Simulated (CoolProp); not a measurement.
Vapour-liquid equilibrium of R125 (1) + fluoroethane (R161) (2) at 827 kPa; x and y are mole fractions of (1).

Model: multi-fluid Helmholtz-energy mixture model, Lemmon 2005 and Wu 2012; pair parameters Bell 2016, in CoolProp.

**Question.** Give the bubble temperature and the first vapour's composition at x = 0.05, 0.725, 0.875. Is there an azeotrope?

**Answer.** x = 0.05: 20.3 °C, y = 0.065; x = 0.725: 9.4 °C, y = 0.788; x = 0.875: 7.8 °C, y = 0.901. No azeotrope shows between x = 0.05 and 0.95.

Pair parameters are fitted to limited data, so mixtures are less certain than the pure fluids. The gap from Raoult's law changes sign with composition, which may be real or a fault of the pair parameters; it wasn't checked against measurements.
